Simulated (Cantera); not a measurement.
Cantera run:

```python
import numpy as np
import cantera as ct

gas_names = """
    Cu CuF CuF2 Cu2 F F2 H HF H2 H2F2 H3F3 H4F4 H5F5 H6F6 H7F7
""".split()
cond_names = """
    Cu(cr) Cu(L) CuF2(s) CuF2(L)
""".split()


# ... load() reads the species with a 1 bar reference pressure and builds the phases ...
atoms = {
    'Cu': {'Cu': 1},
    'F2': {'F': 2},
    'H2': {'H': 2},
}
top_T = {}  # K; cautious upper limits of use, not melting points


# ... equilibrate(T, P, feed) seeds the gas with the atoms and calls Mixture.equilibrate('TP', solver="vcs", rtol=1e-11, max_steps=5000) ...
results = []
T = 1073.15  # K
P = 133.322  # Pa
for m in [0.69, 1, 1.4, 2.1, 3, 4.3, 6.2, 8.9, 13, 19, 27, 38]:
    feed = {'Cu': 1, 'F2': 0.7, 'H2': m}  # mol
    mix = equilibrate(T, P, feed)
    results.append((T, P, feed, dict(zip(mix.species_names, mix.species_moles))))

top = {s: max(r[3][s] / sum(r[3][g] for g in gas_names) for r in results) for s in gas_names}
cols = sorted((s for s in top if top[s] > 1e-06), key=lambda s: -top[s])[:9]
seen = [c for c in cond_names if any(r[3].get(c, 0) > 1e-12 for r in results)]
print("log10 of partial pressures in bar; condensed amounts in mol")
print(f"{'n(H2)':>10s}" + "".join(f"{s[:9]:>10s}" for s in cols + seen))
for T, P, feed, n in results:
    ng = sum(n[g] for g in gas_names)
    print(f"{feed['H2']:10.4g}" + "".join(f"{np.log10(max(n[s] / ng * P / 1e5, 1e-99)):10.3f}" for s in cols)
          + "".join(f"{n.get(c, 0):10.4g}" for c in seen))
```

Output:

```
log10 of partial pressures in bar; condensed amounts in mol
     n(H2)        HF        H2       CuF      CuF2    Cu(cr)
      0.69    -2.881   -12.831    -4.834    -5.655    0.9823
         1    -2.959    -3.628    -9.514   -15.015         1
       1.4    -3.051    -3.352    -9.744   -15.474         1
       2.1    -3.176    -3.176    -9.957   -15.900         1
         3    -3.297    -3.082   -10.125   -16.237         1
       4.3    -3.428    -3.018   -10.288   -16.562         1
       6.2    -3.568    -2.974   -10.450   -16.886         1
       8.9    -3.711    -2.944   -10.608   -17.203         1
        13    -3.866    -2.922   -10.773   -17.534         1
        19    -4.023    -2.907   -10.939   -17.864         1
        27    -4.171    -2.898   -11.091   -18.170         1
        38    -4.317    -2.891   -11.240   -18.467         1
```

These are equilibrium values from Cantera (NASA tables, ideal gas, pure condensed phases), not measurements of a reactor.
